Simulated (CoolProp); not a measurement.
Vapour-liquid equilibrium of R113 (1) + ethanol (2) at 168.55 °C; x and y are mole fractions of (1).

Computed with CoolProp (multi-fluid Helmholtz-energy mixture model, Marx 1992 and Schroeder 2014; pair parameters Bell 2016).

```json
[
 {"x": "0.05", "bubble pressure (MPa)": "1.744", "y at the bubble point": "0.136", "dew pressure at overall composition x (MPa)": "1.608", "liquid density (mol/L)": "12.66"},
 {"x": "0.125", "bubble pressure (MPa)": "1.965", "y at the bubble point": "0.260", "dew pressure at overall composition x (MPa)": "1.726", "liquid density (mol/L)": "11.61"},
 {"x": "0.2", "bubble pressure (MPa)": "2.108", "y at the bubble point": "0.338", "dew pressure at overall composition x (MPa)": "1.855", "liquid density (mol/L)": "10.67"},
 {"x": "0.275", "bubble pressure (MPa)": "2.200", "y at the bubble point": "0.393", "dew pressure at overall composition x (MPa)": "1.992", "liquid density (mol/L)": "9.841"},
 {"x": "0.35", "bubble pressure (MPa)": "2.258", "y at the bubble point": "0.436", "dew pressure at overall composition x (MPa)": "2.129", "liquid density (mol/L)": "9.104"},
 {"x": "0.425", "bubble pressure (MPa)": "2.293", "y at the bubble point": "0.475", "dew pressure at overall composition x (MPa)": "2.245", "liquid density (mol/L)": "8.457"},
 {"x": "0.5", "bubble pressure (MPa)": "2.309", "y at the bubble point": "0.513", "dew pressure at overall composition x (MPa)": "2.306", "liquid density (mol/L)": "7.899"},
 {"x": "0.575", "bubble pressure (MPa)": "2.306", "y at the bubble point": "0.553", "dew pressure at overall composition x (MPa)": "2.296", "liquid density (mol/L)": "7.426"},
 {"x": "0.65", "bubble pressure (MPa)": "2.281", "y at the bubble point": "0.598", "dew pressure at overall composition x (MPa)": "2.229", "liquid density (mol/L)": "7.035"},
 {"x": "0.725", "bubble pressure (MPa)": "2.228", "y at the bubble point": "0.650", "dew pressure at overall composition x (MPa)": "2.125", "liquid density (mol/L)": "6.717"},
 {"x": "0.8", "bubble pressure (MPa)": "2.142", "y at the bubble point": "0.714", "dew pressure at overall composition x (MPa)": "2.006", "liquid density (mol/L)": "6.463"},
 {"x": "0.875", "bubble pressure (MPa)": "2.015", "y at the bubble point": "0.795", "dew pressure at overall composition x (MPa)": "1.881", "liquid density (mol/L)": "6.258"},
 {"x": "0.95", "bubble pressure (MPa)": "1.836", "y at the bubble point": "0.903", "dew pressure at overall composition x (MPa)": "1.760", "liquid density (mol/L)": "6.091"}
]
```

y crosses x between x = 0.5 and 0.575: the model has an azeotrope there.

Pair parameters are fitted to limited data, so mixtures are less certain than the pure fluids.
